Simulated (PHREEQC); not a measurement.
1 kg of water holding 0.018 mol/kgw NaOH, 0.012 mol/kgw Na2CO3 and 0.3 mol/kgw NaCl is evaporated at 15 °C; the solids stay in contact with the brine. No CO2 enters from the air. The run lets Halite, Nahcolite, Natron, Trona precipitate or redissolve, and no other solid.

The series has 28 steps of water left (kg), from 1 to 0.005013.

Equilibrium calculation in PHREEQC: Pitzer model, pitzer.dat.

### Question
Which solids form, in which order, and at which step of the series does each first stand?

### Answer
Halite from water left = 0.04335 kg (pH 13.71).
